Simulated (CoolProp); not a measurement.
Chlorine at 307.08 K and 1.54 MPa is throttled through a valve to 0.654 MPa with no heat exchange. Each further row changes one setting.

Model: reference Helmholtz-energy equation of state, Thol 2021, in CoolProp.

```json
[
 {"case": "as stated", "temperature change (K)": "-15.1", "final phase": "two-phase, vapour fraction 0.060", "final density (kg/m³)": "285"},
 {"case": "outlet pressure 0.196 MPa", "temperature change (K)": "-51.8", "final phase": "two-phase, vapour fraction 0.183", "final density (kg/m³)": "36.7"},
 {"case": "outlet pressure 0.85 MPa", "temperature change (K)": "-5.5", "final phase": "two-phase, vapour fraction 0.023", "final density (kg/m³)": "641"}
]
```
